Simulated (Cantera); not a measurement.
Cantera run:

```python
import numpy as np
import cantera as ct

gas_names = """
    CL CL2 H HCL H2 Si SiCL SiCL2 SiCL3 SiCL4 SiH SiHCL3 SiH2 SiH2CL2 SiH3 SiH3CL SiH4 Si2 Si3
""".split()
cond_names = """
    Si(cr) Si(L)
""".split()


def load(file, names, dense=False):
    # The tables refer to 1 bar. Condensed volumes are neglected.
    table = {s.name: s for s in ct.Species.list_from_file(file)}
    out = []
    for n in names:
        d = dict(table[n].input_data)
        d["thermo"] = dict(d["thermo"], **{"reference-pressure": 1e5})
        if dense:
            d["equation-of-state"] = {"model": "constant-volume", "density": "1e6 g/cm^3"}
        out.append(ct.Species.from_dict(d))
    return out


gas = ct.Solution(thermo="ideal-gas", species=load("nasa_gas.yaml", gas_names))
cond = {s.name: ct.Solution(thermo="fixed-stoichiometry", species=[s], name=s.name)
        for s in load("nasa_condensed.yaml", cond_names, dense=True)}
atoms = {
    'Si2Cl6': {'Si': 2, 'CL': 6},
    'H2': {'H': 2},
}
top_T = {}  # K; cautious upper limits of use, not melting points


def equilibrate(T, P, feed):
    n = {}
    for name, mol in feed.items():
        for a, k in atoms[name].items():
            n[a] = n.get(a, 0.0) + k * mol
    gas.TPX = T, P, n
    mass = sum(n.values()) * gas.mean_molecular_weight
    gas.equilibrate("TP")
    valid = [c for c in cond.values() if c.min_temp <= T <= top_T.get(c.name, c.max_temp)]
    mix = ct.Mixture([(gas, mass / gas.mean_molecular_weight)] + [(c, 0.0) for c in valid])
    mix.T, mix.P = T, P
    mix.equilibrate("TP", solver="vcs", rtol=1e-11, max_steps=5000)
    return mix


results = []
feed = {'Si2Cl6': 1, 'H2': 560}  # mol
T = 1625  # K
P = 140000  # Pa
mix = equilibrate(T, P, feed)
results.append((T, P, feed, dict(zip(mix.species_names, mix.species_moles))))
print(gas.report(threshold=0.001))
for i in range(1, mix.n_phases):
    print(f"{mix.phase(i).name:16s} {mix.phase_moles(i):12.5e} mol")
```

Result:

```
       temperature   1625 K
          pressure   1.4e+05 Pa
           density   0.024802 kg/m^3
  mean mol. weight   2.3936 kg/kmol
   phase of matter   gas

                          1 kg             1 kmol
                     ---------------   ---------------
          enthalpy         1.649e+07        3.9471e+07  J
   internal energy        1.0845e+07         2.596e+07  J
           entropy             75136        1.7984e+05  J/K
    Gibbs function       -1.0561e+08       -2.5278e+08  J
 heat capacity c_p             13734             32875  J/K
 heat capacity c_v             10261             24560  J/K

                      mass frac. Y      mole frac. X     chem. pot. / RT
                     ---------------   ---------------   ---------------
               HCL           0.15108          0.009919           -36.756
                H2           0.83353           0.98964           -18.513
     [  +17 minor]          0.015392        0.00043609

Si(cr)            1.78814e+00 mol
```

Cantera equilibrium calculation (NASA polynomials, part measured and part estimated; ideal gas, pure solids and liquids). The feed counts by its element totals alone.
